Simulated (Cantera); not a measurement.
A diamond (100) surface in a fixed gas of H2 with x(CH4) = 0.025, x(CH3) = 2.5e-05, at 1375 K, 41.3 Torr; coverages are run to steady state.

Detailed kinetics in Cantera: the Harris–Goodwin 1993 mechanism for the reconstructed diamond (100) surface.

One state of this run: growth (µm/h) = 0.127; θ c6HH = 0.394; θ c6H* = 0.0542; θ c6*H = 0.515; θ c6** = 0.0367. θ: site fractions in the mechanism's names (c6HH fully hydrogenated, c6H* and c6*H radical sites, c6** diradical, c6HM methylated).

Q: Which value of x(H) does it belong to?
A. 0.00024
B. 0.0013
C. 0.0001
D. 0.0031

A: B, 0.0013
